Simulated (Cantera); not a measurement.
What does this Cantera script print?

```python
import numpy as np
import cantera as ct

gas_names = """
    AL ALCL ALCL2 ALCL3 ALN AL2 AL2CL6 CL CL2 N N2
""".split()
cond_names = """
    AL(cr) AL(L) ALCL3(s) ALCL3(L) ALN(s)
""".split()


# ... load() reads the species with a 1 bar reference pressure and builds the phases ...
atoms = {
    'AlCl3': {'AL': 1, 'CL': 3},
    'N2': {'N': 2},
}
top_T = {'ALN(s)': 2750}  # K; cautious upper limits of use, not melting points


# ... equilibrate(T, P, feed) seeds the gas with the atoms and calls Mixture.equilibrate('TP', solver="vcs", rtol=1e-11, max_steps=5000) ...
results = []
feed = {'AlCl3': 1, 'N2': 2.2}  # mol
P = 10000  # Pa
for T in [975, 1075, 1175, 1275, 1375, 1475, 1575, 1675]:
    mix = equilibrate(T, P, feed)
    results.append((T, P, feed, dict(zip(mix.species_names, mix.species_moles))))

top = {s: max(r[3][s] / sum(r[3][g] for g in gas_names) for r in results) for s in gas_names}
cols = sorted((s for s in top if top[s] > 0.0001), key=lambda s: -top[s])[:6]
seen = [c for c in cond_names if any(r[3].get(c, 0) > 1e-12 for r in results)]
print("log10 of partial pressures in bar; condensed amounts in mol")
print(f"{'T/K':>10s}" + "".join(f"{s[:9]:>10s}" for s in cols + seen))
for T, P, feed, n in results:
    ng = sum(n[g] for g in gas_names)
    print(f"{T:10.4g}" + "".join(f"{np.log10(max(n[s] / ng * P / 1e5, 1e-99)):10.3f}" for s in cols)
          + "".join(f"{n.get(c, 0):10.4g}" for c in seen))
```

Result:

```
log10 of partial pressures in bar; condensed amounts in mol
       T/K        N2     ALCL3        CL     ALCL2    AL2CL6
       975    -1.162    -1.508    -8.510    -8.474    -3.865
      1075    -1.163    -1.506    -7.444    -7.419    -4.431
      1175    -1.163    -1.505    -6.562    -6.545    -4.898
      1275    -1.163    -1.505    -5.819    -5.807    -5.286
      1375    -1.163    -1.505    -5.185    -5.177    -5.613
      1475    -1.163    -1.506    -4.637    -4.634    -5.891
      1575    -1.163    -1.506    -4.157    -4.162    -6.132
      1675    -1.164    -1.509    -3.733    -3.749    -6.344
```

Method: chemical equilibrium by Gibbs-energy minimisation in Cantera with the NASA 1993 tables (ideal gas, pure condensed phases). The tables' values for AlCl2 are old estimates; treat these amounts as uncertain.
